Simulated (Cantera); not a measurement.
A perfectly stirred reactor is fed with CO : H2 : CH4 : O2 : N2 = 1 : 0.11 : 0.04 : 0.747 : 2.81 (molar parts), equivalence ratio 0.85, at 42000 Pa; it is adiabatic with a 350 K inlet, and is followed from long to short residence time, starting on the burning branch (τ in s: 0.095, 0.039, 0.016, 0.0065, 0.0026, 0.0011, 0.00044, 0.00018, 7.3e-05, 3e-05, 1.2e-05).

Computed with Cantera and GRI-Mech 3.0 (53 species, 325 reactions).

Task: Predict: blow-out, bracketed by the residence times tried; x(CO) at τ = 95.0 ms; x(H2) at τ = 95.0 ms; x(CH4) at τ = 95.0 ms; x(NO) at τ = 95.0 ms; x(H2O) at τ = 95.0 ms; x(CO) at τ = 1.10 ms; x(H2) at τ = 1.10 ms; x(CH4) at τ = 1.10 ms; x(NO) at τ = 1.10 ms; x(H2O) at τ = 1.10 ms.

Result: 
| Item | Result |
|---|---|
| blow-out, bracketed by the residence times tried | burning at 0.440 ms, out at 0.180 ms |
| x(CO) at τ = 95.0 ms | 0.0308 |
| x(H2) at τ = 95.0 ms | 0.00113 |
| x(CH4) at τ = 95.0 ms | 4.58e-7 |
| x(NO) at τ = 95.0 ms | 0.00173 |
| x(H2O) at τ = 95.0 ms | 0.0411 |
| x(CO) at τ = 1.10 ms | 0.0798 |
| x(H2) at τ = 1.10 ms | 0.00380 |
| x(CH4) at τ = 1.10 ms | 1.89e-5 |
| x(NO) at τ = 1.10 ms | 5.30e-5 |
| x(H2O) at τ = 1.10 ms | 0.0293 |
